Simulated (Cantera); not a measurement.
A closed system holds: 1 mol CS₂, 0.12 mol H₂, held at 2602 °C and 133 Pa.

Method: chemical equilibrium by Gibbs-energy minimisation in Cantera with the NASA 1993 tables (ideal gas, pure condensed phases). Candidate condensed phases: C, C₆H₆, C₇H₈, C₈H₁₈, S; 83 gas species. The numbers say what is thermodynamically allowed, not how fast it happens.

Base state: CS 0.450, S 0.433, H 0.105, S₂ 0.00838, H₂ 0.00131, CS₂ 0.00109, SH 0.000907, C 0.000424 (mole fractions); condensed: gas only.

**Question.** What changes in the equilibrium state with this change: H₂ from 0.12 to 4.2 mol?

**Answer.** 
| species | before | after |
|---|---|---|
| H | 0.105 | 0.731 |
| CS | 0.450 | 0.102 |
| S | 0.433 | 0.100 |
| H₂ | 0.00131 | 0.0637 |
| CS₂ | 0.00109 | 5.72e-5 |
| S₂ | 0.00838 | 0.000451 |
